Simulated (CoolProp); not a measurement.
Vapour-liquid equilibrium of R125 (1) + R236FA (2) at 285.2 K; x and y are mole fractions of (1).

Model: multi-fluid Helmholtz-energy mixture model, Lemmon 2005 and Pan 2012; pair parameters Bell 2016, in CoolProp.

Q: Give the bubble pressure and the first vapour's composition at x = 0.35, 0.55, 0.65. Is there an azeotrope?

A: x = 0.35: 429.3 kPa, y = 0.709; x = 0.55: 583.0 kPa, y = 0.841; x = 0.65: 662.7 kPa, y = 0.887. No azeotrope shows between x = 0.05 and 0.95.

The pair parameters rest on a limited set of measurements; away from them the model extrapolates.
